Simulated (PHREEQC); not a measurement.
0.05 mol of Ag2O (Ag2O) is brought to equilibrium with 1 kg of water holding 0.003 mol NaCl, at 25 °C, the pH being set by adding NaOH or HCl. Oxygen is held at 0.21 atm. CO2 from the air is kept out. Solids allowed: Ag2O, Cerargyrite. Others were left out.

All values are PHREEQC results (ion-association model, wateq4f.dat), not measurements.

Q: Predict dissolved Ag (mol/kgw), Cerargyrite (mol) at pH = 11.9, 12.45, 13.

A: 
| pH | dissolved Ag (mol/kgw) | Cerargyrite (mol) |
|---|---|---|
| 11.9 | 6.69e-6 | 0.00292 |
| 12.45 | 9.60e-6 | 0.00269 |
| 13 | 2.78e-5 | 0.00177 |
